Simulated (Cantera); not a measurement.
A Cantera script and its output.

```python
import numpy as np
import cantera as ct

gas = ct.Solution("h2o2.yaml")
gas.TPX = 623, 100000, {'H2': 1, 'O2': 0.847, 'N2': 5}
inlet = ct.Reservoir(gas, clone=True)
gas.equilibrate("HP")  # start burning
reactor = ct.IdealGasConstPressureReactor(gas, energy="on", clone=False)
exhaust = ct.Reservoir(gas, clone=True)
tau = [0.032, 0.012, 0.0042, 0.0015, 0.00055, 0.0002, 7.1e-05, 2.6e-05, 9.3e-06, 3.4e-06][0]
for a, b in ((inlet, reactor), (reactor, exhaust)):
    ct.MassFlowController(a, b, mdot=lambda t: reactor.mass / tau)
net = ct.ReactorNet([reactor])
show = ['H2', 'O2', 'H2O2', 'H', 'H2O', 'OH']

rows = []
print(f"{'tau/s':>10s}{'T/K':>9s}" + "".join(f"{s:>11s}" for s in show))
for tau in [0.032, 0.012, 0.0042, 0.0015, 0.00055, 0.0002, 7.1e-05, 2.6e-05, 9.3e-06, 3.4e-06]:
    net.initial_time = 0.0
    net.advance(30 * tau)
    before = gas.X
    net.advance(40 * tau)
    drift = np.max(np.abs(gas.X - before) / (gas.X + 1e-9))
    rows.append([gas.T, *gas[show].X, drift])
    print(f"{tau:10.3e}{gas.T:9.1f}" + "".join(f"{x:11.3e}" for x in gas[show].X))
```

Result:

```
     tau/s      T/K         H2         O2       H2O2          H        H2O         OH
 3.200e-02   1712.0  4.818e-04  5.429e-02  1.867e-07  8.920e-05  1.560e-01  1.757e-03
 1.200e-02   1703.1  9.130e-04  5.421e-02  2.806e-07  2.355e-04  1.551e-01  2.383e-03
 4.200e-03   1686.0  1.779e-03  5.419e-02  4.319e-07  6.524e-04  1.534e-01  3.228e-03
 1.500e-03   1655.1  3.311e-03  5.437e-02  6.731e-07  1.697e-03  1.505e-01  4.163e-03
 5.500e-04   1602.7  5.798e-03  5.504e-02  1.102e-06  3.999e-03  1.459e-01  4.953e-03
 2.000e-04   1517.6  9.852e-03  5.684e-02  1.994e-06  8.446e-03  1.384e-01  5.249e-03
 7.100e-05   1386.5  1.845e-02  6.185e-02  3.901e-06  1.502e-02  1.253e-01  4.646e-03
 2.600e-05    623.0  1.460e-01  1.237e-01  2.395e-18  1.716e-18  3.720e-15  3.158e-21
 9.300e-06    623.0  1.460e-01  1.237e-01  1.336e-19  1.493e-18  2.074e-16  2.168e-21
 3.400e-06    623.0  1.460e-01  1.237e-01  2.519e-22  1.096e-18  3.918e-19  1.133e-21
```

Model: the H2/O2 subset of GRI-Mech 3.0, which has no nitrogen chemistry, integrated in Cantera.
